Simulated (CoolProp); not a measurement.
Vapour-liquid equilibrium of benzene (1) + dimethyl carbonate (2) at 26.8 bar; x and y are mole fractions of (1).

The numbers come from the multi-fluid Helmholtz-energy mixture model, Thol 2012 and Zhou 2011; pair parameters Bell 2016 in CoolProp.

| x | bubble temperature (°C) | y at the bubble point | dew temperature at overall composition x (°C) | liquid density (mol/L) |
|---|---|---|---|---|
| 0.05 | 241.6 | 0.055 | 241.7 | 7.682 |
| 0.15 | 240.5 | 0.161 | 240.6 | 7.648 |
| 0.25 | 239.7 | 0.262 | 239.7 | 7.614 |
| 0.35 | 239.1 | 0.360 | 239.1 | 7.581 |
| 0.45 | 238.7 | 0.455 | 238.7 | 7.550 |
| 0.55 | 238.6 | 0.549 | 238.6 | 7.520 |
| 0.65 | 238.8 | 0.643 | 238.8 | 7.493 |
| 0.75 | 239.3 | 0.740 | 239.4 | 7.467 |
| 0.85 | 240.1 | 0.840 | 240.2 | 7.443 |
| 0.95 | 241.3 | 0.945 | 241.3 | 7.419 |

y crosses x between x = 0.45 and 0.55: the model has an azeotrope there.

The pair parameters rest on a limited set of measurements; away from them the model extrapolates.
